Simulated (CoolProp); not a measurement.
Vapour-liquid equilibrium of R141b (1) + n-pentane (2) at 101 kPa; x and y are mole fractions of (1).

The numbers come from the multi-fluid Helmholtz-energy mixture model, Lemmon 2006 and Thol 2019; pair parameters Bell 2016 in CoolProp.

Give the bubble temperature and the first vapour's composition at x = 0.25, 0.55, 0.75. Is there an azeotrope?

x = 0.25: 32.2 °C, y = 0.317; x = 0.55: 30.7 °C, y = 0.566; x = 0.75: 30.8 °C, y = 0.735. y crosses x between x = 0.55 and 0.65: the model has an azeotrope there.

The pair parameters rest on a limited set of measurements; away from them the model extrapolates.
